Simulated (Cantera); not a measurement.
Counterflow diffusion flame

A counterflow diffusion flame at 1.01 bar, nozzles 20 mm apart: fuel side CH₄ : H₂ : N₂ = 1 : 0.034 : 0.48 (molar parts) at 300 K, oxidiser side O₂ : N₂ = 0.22 : 0.78 (molar parts) at 325 K, fuel mass flux 0.92 times the oxidiser's; mixture-averaged transport, no radiation.

Cantera simulation using GRI-Mech 3.0 (53 species, 325 reactions); the numbers are that mechanism's predictions, not measurements. GRI-Mech 3.0 has no aromatics or soot, which form on the fuel side of real flames. The maximum strain rate includes the flame's own expansion and is several times the mean. A flux with no burning solution from the previous one only brackets extinction.

```json
[
 {"oxidiser flux (kg/m²/s)": "0.61", "max strain (1/s)": "320", "mean strain (1/s)": "63.5", "T max (K)": "2009", "peak x OH": "0.00665", "peak x H": "0.00373", "peak x NO": "0.000167", "peak x CO": "0.0448", "peak x C₂H₂": "0.00729"},
 {"oxidiser flux (kg/m²/s)": "1", "max strain (1/s)": "502", "mean strain (1/s)": "104", "T max (K)": "1982", "peak x OH": "0.00644", "peak x H": "0.00389", "peak x NO": "0.000130", "peak x CO": "0.0448", "peak x C₂H₂": "0.00644"},
 {"oxidiser flux (kg/m²/s)": "1.7", "max strain (1/s)": "823", "mean strain (1/s)": "177", "T max (K)": "1943", "peak x OH": "0.00598", "peak x H": "0.00393", "peak x NO": "8.58e-5", "peak x CO": "0.0451", "peak x C₂H₂": "0.00528"},
 {"oxidiser flux (kg/m²/s)": "2.8", "max strain (1/s)": "1310", "mean strain (1/s)": "292", "T max (K)": "1887", "peak x OH": "0.00511", "peak x H": "0.00364", "peak x NO": "4.37e-5", "peak x CO": "0.0459", "peak x C₂H₂": "0.00370"}
]
```
x: mole fraction; the columns are a selection and need not sum to one.

At the next flux tried, 4.7 kg/m²/s, no burning solution was found from the previous one.
